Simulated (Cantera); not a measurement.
Feed: 1 mol toluene, 1.5 mol H2O, 31 mol N2, held at 1.00 bar.

Method: chemical equilibrium by Gibbs-energy minimisation in Cantera with the NASA 1993 tables (ideal gas, pure condensed phases). Candidate condensed phases: C, C6H6, C7H8, C8H18, H2O; 169 gas species. Ions and electrons are included (thermal ionisation). Kinetics and transport are ignored.

### Question
At 2727 °C, list the 6 most abundant gas species with their mole fractions, and the condensed phases.

### Answer
N2 0.763, H2 0.0829, HCN 0.0503, H 0.0455, CO 0.0385, HNC 0.00949. Condensed: C(graphite).
